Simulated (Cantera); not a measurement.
A freely propagating, adiabatic, planar premixed flame of CO : H2 : O2 : N2 = 1 : 0.27 : 0.836 : 3.14 (molar parts), equivalence ratio 0.76, unburnt at 375 K and 180000 Pa; mixture-averaged transport, grid criteria slope 0.08 and curve 0.16, no radiation.

Cantera simulation using GRI-Mech 3.0 (53 species, 325 reactions); the numbers are that mechanism's predictions, not measurements. Burning velocities carry a grid error of a few per cent, more on coarse grids.

**Question.** How do the results move with these cheaper or finer settings: unity-Lewis-number transport; multicomponent transport; multicomponent+Soret transport; grid criteria slope 0.5, curve 1; grid criteria slope 0.25, curve 0.5; grid criteria slope 0.03, curve 0.06?

**Answer.** 
```
setting                               laminar burning velocity  thermal thickness  grid points  grid points
------------------------------------  ------------------------  -----------------  -----------  -----------
as above                                             60.2 cm/s           0.334 mm          113          113
unity-Lewis-number transport                         54.2 cm/s           0.300 mm          112          112
multicomponent transport                             60.0 cm/s           0.333 mm          113          113
multicomponent+Soret transport                       57.3 cm/s           0.338 mm          113          113
grid criteria slope 0.5, curve 1                     64.7 cm/s           0.400 mm           36           36
grid criteria slope 0.25, curve 0.5                  60.7 cm/s           0.356 mm           50           50
grid criteria slope 0.03, curve 0.06                 60.5 cm/s           0.326 mm          304          304
```
The base run took about 5 core-seconds (a rough figure).
Unity Lewis numbers drop preferential diffusion, which matters most where H2 and H carry the flame; Soret adds thermal diffusion.
